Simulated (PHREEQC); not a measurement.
Dissolve 20 mmol/kgw CuSO4, 0.005 mmol/kgw H3AsO4, 1.7 mmol/kgw H2SO4 and 42 mmol/kgw Na2SO4 at 25 °C. Closed to the air; pH follows from the charge balance.

The numbers come from PHREEQC with the ion-association model, wateq4f.dat.

Question: The ionic strength comes out as 0.155 mol/kgw. What activity coefficients do H2AsO4-, Cu+2, H+, NaSO4-, Na+ get?

Answer: H2AsO4- 0.76, Cu+2 0.35, H+ 0.81, NaSO4- 0.76, Na+ 0.76.

This is a speciation only: nothing precipitates in the calculation. The database has no arsenate complexes of Cu.
